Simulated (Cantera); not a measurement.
**Gas-phase reforming**

An isothermal, constant-pressure homogeneous reactor starts with CH₄ : H₂O : H₂ = 1 : 3.6 : 1.4 (molar parts), at 1675 K and 10.0 bar.

Cantera simulation using GRI-Mech 3.0 (53 species, 325 reactions); the numbers are that mechanism's predictions, not measurements.

```tsv
t (s)	x CH₄	x H₂O	x H₂	x C₂H₆	x CH₂	x O₂
6.00e-6	0.166	0.600	0.233	1.42e-5	4.56e-9	<1e-12
2.14e-5	0.166	0.600	0.234	0.000115	8.46e-9	1.96e-12
7.63e-5	0.165	0.600	0.234	0.000267	1.08e-8	1.16e-11
0.000272	0.162	0.598	0.237	0.000289	1.12e-8	4.09e-11
0.000971	0.152	0.593	0.248	0.000254	1.15e-8	6.93e-11
0.00346	0.125	0.578	0.278	0.000171	1.26e-8	5.59e-11
0.0124	0.0835	0.549	0.329	8.96e-5	1.36e-8	3.87e-11
0.0441	0.0626	0.505	0.376	6.10e-5	1.10e-8	2.89e-11
0.157	0.0520	0.437	0.435	3.69e-5	5.68e-9	1.93e-11
0.561	0.0292	0.365	0.505	1.01e-5	1.95e-9	1.17e-11
2.00	0.00716	0.320	0.554	5.60e-7	3.60e-10	7.91e-12
```
x: mole fraction; the columns are a selection and need not sum to one.

Equilibrium at this temperature and pressure: CH₄ 4.19e-6, H₂O 0.307, H₂ 0.568, C₂H₆ <1e-12, CH₂ <1e-12, O₂ 7.07e-12 (gas phase only).
